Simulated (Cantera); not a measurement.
Equilibrium for carbothermic reduction: Cu2O + CO

Charge: 1 mol Cu2O, a varied amount of CO, equilibrated at 5.03 Torr.

Cantera equilibrium calculation (NASA polynomials, part measured and part estimated; ideal gas, pure solids and liquids). Candidate condensed phases: C, Cu, CuO, Cu2O; 15 gas species. The numbers say what is thermodynamically allowed, not how fast it happens.

Stable condensed phases:

```
T in °C \ n(CO) in mol
         1.2 1.5 1.8 2.2 2.7 3.3   4 4.8 5.9 7.1 8.7
   1727    A   A   A   A   A   A   A   A   A   A   A
   1677    B   B   B   B   B   A   A   A   A   A   A
   1627    B   B   B   B   B   B   B   B   B   A   A
   1577    B   B   B   B   B   B   B   B   B   B   B
   1527    B   B   B   B   B   B   B   B   B   B   B
   1477    B   B   B   B   B   B   B   B   B   B   B
   1427    B   B   B   B   B   B   B   B   B   B   B
   1377    B   B   B   B   B   B   B   B   B   B   B
   1327    B   B   B   B   B   B   B   B   B   B   B
   1277    B   B   B   B   B   B   B   B   B   B   B
   1227    B   B   B   B   B   B   B   B   B   B   B
   1177    B   B   B   B   B   B   B   B   B   B   B
   1127    B   B   B   B   B   B   B   B   B   B   B
   1077    B   B   B   B   B   B   B   B   B   B   B
```

A: gas only; B: Cu.
